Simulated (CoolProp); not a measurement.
20 sccm (0 °C, 1 atm) of nitrogen bubbles through liquid cyclopentane at 285.5 K and leaves saturated at a total pressure of 0.129 MPa (ideal gas phase). Each further row changes one setting.

Values from CoolProp's reference Helmholtz-energy equation of state, Gedanitz 2015.

| case | vapour pressure (kPa) | mole fraction of vapour | delivery (mg/min) | delivery (sccm) | change of delivery for a bath 1 K warmer (%) |
|---|---|---|---|---|---|
| as stated | 25.1 | 0.194 | 15.1 | 4.83 | 5.6 |
| bath temperature 290.5 K | 31.0 | 0.241 | 19.8 | 6.34 | 5.7 |
| total pressure 0.258 MPa | 25.1 | 0.0972 | 6.74 | 2.15 | 4.9 |
